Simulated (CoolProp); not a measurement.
Properties of R142b at several states (Tc = 410.3 K, pc = 4.055 MPa, ω = 0.232).

The numbers come from the reference Helmholtz-energy equation of state, Lemmon 2006 in CoolProp. It is a short technical equation, of lower accuracy than the large ones.

```csv
T (K),p (MPa),phase,cp (kJ/(kg K)),isothermal compressibility (1/MPa),Prandtl number
397,0.0126,gas,0.9881,79.46,0.731
280.5,0.452,liquid,1.268,0.002485,4.03
450.4,0.157,gas,1.065,6.433,0.712
```

Viscosity comes from a separate model (Huber 2003), an estimate that may be off by 10 % or more. Thermal conductivity comes from a separate model (Huber 2003), an estimate that may be off by 10 % or more.
